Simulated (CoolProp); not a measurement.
R22 at 298.15 K and 0.756 MPa flows at 0.36 m/s in a round tube of 12.7 mm bore and 45 µm roughness, fully developed (64/Re and Nu = 3.66 if laminar; Colebrook and Gnielinski if turbulent). Each further row changes one setting.

Computed with CoolProp (reference Helmholtz-energy equation of state, Kamei 1995).

```json
[
 {"case": "as stated", "Reynolds number": "9890", "Darcy friction factor": "0.0359", "pressure drop (Pa/m)": "5.49", "heat-transfer coefficient (W/(m² K))": "35.8", "mass flow (kg/h)": "4.92"},
 {"case": "velocity 0.72 m/s", "Reynolds number": "19800", "Darcy friction factor": "0.0324", "pressure drop (Pa/m)": "19.8", "heat-transfer coefficient (W/(m² K))": "68.0", "mass flow (kg/h)": "9.85"},
 {"case": "diameter 25.4 mm", "Reynolds number": "19800", "Darcy friction factor": "0.0294", "pressure drop (Pa/m)": "2.25", "heat-transfer coefficient (W/(m² K))": "30.8", "mass flow (kg/h)": "19.7"}
]
```

Viscosity comes from a separate model (Bell 2016), an estimate that may be off by 10 % or more. Thermal conductivity comes from a separate model (McLinden 2000), an estimate that may be off by 10 % or more.
